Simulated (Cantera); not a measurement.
What does this Cantera script print?

```python
import numpy as np
import cantera as ct

gas_names = """
    AL ALN ALO ALO2 AL2 AL2O AL2O2 N NO NO2 NO3 N2 N2O O O2 O3 Si SiN SiO SiO2 Si2 Si2N Si3
""".split()
cond_names = """
    AL(cr) AL(L) ALN(s) AL2O3(a) AL2O3(L) AL2SiO5(an) AL6Si2O13(s) Si(cr) Si(L) SiO2(Lqz) SiO2(hqz)
    SiO2(L) Si2N2O(s) Si3N4(a)
""".split()


# ... load() reads the species with a 1 bar reference pressure and builds the phases ...
atoms = {
    'SiO2': {'Si': 1, 'O': 2},
    'Al2O3': {'AL': 2, 'O': 3},
    'N2': {'N': 2},
}
top_T = {'ALN(s)': 2750, 'AL2SiO5(an)': 2000, 'AL6Si2O13(s)': 2100, 'Si2N2O(s)': 2100, 'Si3N4(a)': 2400}  # K; cautious upper limits of use, not melting points


# ... equilibrate(T, P, feed) seeds the gas with the atoms and calls Mixture.equilibrate('TP', solver="vcs", rtol=1e-11, max_steps=5000) ...
results = []
feed = {'SiO2': 1, 'Al2O3': 0.17, 'N2': 0.53}  # mol
P = 101325  # Pa
for T in [1050, 1200, 1350, 1500, 1650, 1800, 1950]:
    mix = equilibrate(T, P, feed)
    results.append((T, P, feed, dict(zip(mix.species_names, mix.species_moles))))
    x = sorted(zip(gas.X, gas.species_names), reverse=True)
    print(f"T = {T:g} K  P = {P:g} Pa  gas = {mix.phase_moles(0):.4g} mol")
    print("   x: " + "  ".join(f"{s} {v:.3e}" for v, s in x if v > 1e-06))
    print("   condensed (mol): " + ("  ".join(f"{mix.phase(i).name} {mix.phase_moles(i):.4g}"
          for i in range(1, mix.n_phases) if mix.phase_moles(i) > 1e-12) or "none"))
```

It prints:

```
T = 1050 K  P = 101325 Pa  gas = 0.53 mol
   x: N2 1.000e+00
   condensed (mol): AL2SiO5(an) 0.17  SiO2(hqz) 0.83
T = 1200 K  P = 101325 Pa  gas = 0.53 mol
   x: N2 1.000e+00
   condensed (mol): AL2SiO5(an) 0.17  SiO2(hqz) 0.83
T = 1350 K  P = 101325 Pa  gas = 0.53 mol
   x: N2 1.000e+00
   condensed (mol): AL6Si2O13(s) 0.05667  SiO2(hqz) 0.8867
T = 1500 K  P = 101325 Pa  gas = 0.53 mol
   x: N2 1.000e+00
   condensed (mol): AL6Si2O13(s) 0.05667  SiO2(hqz) 0.8867
T = 1650 K  P = 101325 Pa  gas = 0.53 mol
   x: N2 1.000e+00
   condensed (mol): AL6Si2O13(s) 0.05667  SiO2(hqz) 0.8867
T = 1800 K  P = 101325 Pa  gas = 0.53 mol
   x: N2 1.000e+00  SiO 1.105e-06  NO 1.071e-06
   condensed (mol): AL6Si2O13(s) 0.05667  SiO2(L) 0.8867
T = 1950 K  P = 101325 Pa  gas = 0.53 mol
   x: N2 1.000e+00  SiO 1.056e-05  NO 9.604e-06
   condensed (mol): AL6Si2O13(s) 0.05667  SiO2(L) 0.8867
```

Equilibrium computed with Cantera from the NASA thermochemical tables; the gas is ideal and each condensed phase is pure. Mutual solubility and eutectic melting of coexisting phases are not modelled. The tables hold silica as quartz up to 1696 K and as liquid above; real silica turns to tridymite and cristobalite and melts near 1996 K. Condensed phases not in the tables: alloys, solid solutions and most ternary compounds.
